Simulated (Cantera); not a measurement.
What does this Cantera script print?

```python
import numpy as np
import cantera as ct

gas_names = """
    H H2 Si SiH SiH2 SiH3 SiH4 Si2 Si3
""".split()
cond_names = """
    Si(cr) Si(L)
""".split()


def load(file, names, dense=False):
    # The tables refer to 1 bar. Condensed volumes are neglected.
    table = {s.name: s for s in ct.Species.list_from_file(file)}
    out = []
    for n in names:
        d = dict(table[n].input_data)
        d["thermo"] = dict(d["thermo"], **{"reference-pressure": 1e5})
        if dense:
            d["equation-of-state"] = {"model": "constant-volume", "density": "1e6 g/cm^3"}
        out.append(ct.Species.from_dict(d))
    return out


gas = ct.Solution(thermo="ideal-gas", species=load("nasa_gas.yaml", gas_names))
cond = {s.name: ct.Solution(thermo="fixed-stoichiometry", species=[s], name=s.name)
        for s in load("nasa_condensed.yaml", cond_names, dense=True)}
atoms = {
    'SiH4': {'Si': 1, 'H': 4},
    'H2': {'H': 2},
}
top_T = {}  # K; cautious upper limits of use, not melting points


def equilibrate(T, P, feed):
    n = {}
    for name, mol in feed.items():
        for a, k in atoms[name].items():
            n[a] = n.get(a, 0.0) + k * mol
    gas.TPX = T, P, n
    mass = sum(n.values()) * gas.mean_molecular_weight
    gas.equilibrate("TP")
    valid = [c for c in cond.values() if c.min_temp <= T <= top_T.get(c.name, c.max_temp)]
    mix = ct.Mixture([(gas, mass / gas.mean_molecular_weight)] + [(c, 0.0) for c in valid])
    mix.T, mix.P = T, P
    mix.equilibrate("TP", solver="vcs", rtol=1e-11, max_steps=5000)
    return mix


results = []
T = 1975  # K
P = 133.322  # Pa
for m in [1.5, 2.5, 4.3, 7.2, 12, 20, 34, 58, 97]:
    feed = {'SiH4': 1, 'H2': m}  # mol
    mix = equilibrate(T, P, feed)
    results.append((T, P, feed, dict(zip(mix.species_names, mix.species_moles))))

top = {s: max(r[3][s] / sum(r[3][g] for g in gas_names) for r in results) for s in gas_names}
cols = sorted((s for s in top if top[s] > 0.001), key=lambda s: -top[s])[:6]
seen = [c for c in cond_names if any(r[3].get(c, 0) > 1e-12 for r in results)]
print("log10 of partial pressures in bar; condensed amounts in mol")
print(f"{'n(H2)':>10s}" + "".join(f"{s[:9]:>10s}" for s in cols + seen))
for T, P, feed, n in results:
    ng = sum(n[g] for g in gas_names)
    print(f"{feed['H2']:10.4g}" + "".join(f"{np.log10(max(n[s] / ng * P / 1e5, 1e-99)):10.3f}" for s in cols)
          + "".join(f"{n.get(c, 0):10.4g}" for c in seen))
```

It prints:

```
log10 of partial pressures in bar; condensed amounts in mol
     n(H2)        H2         H        Si     Si(L)
       1.5    -2.903    -4.315    -4.490    0.9065
       2.5    -2.903    -4.315    -4.490    0.8797
       4.3    -2.903    -4.315    -4.490    0.8316
       7.2    -2.903    -4.315    -4.490    0.7541
        12    -2.903    -4.315    -4.490    0.6258
        20    -2.903    -4.315    -4.490     0.412
        34    -2.903    -4.315    -4.490    0.0379
        58    -2.898    -4.313    -4.687         0
        97    -2.896    -4.312    -4.899         0
```

Equilibrium computed with Cantera from the NASA thermochemical tables; the gas is ideal and each condensed phase is pure. Gases not in the tables: Si2H6 and higher silanes.
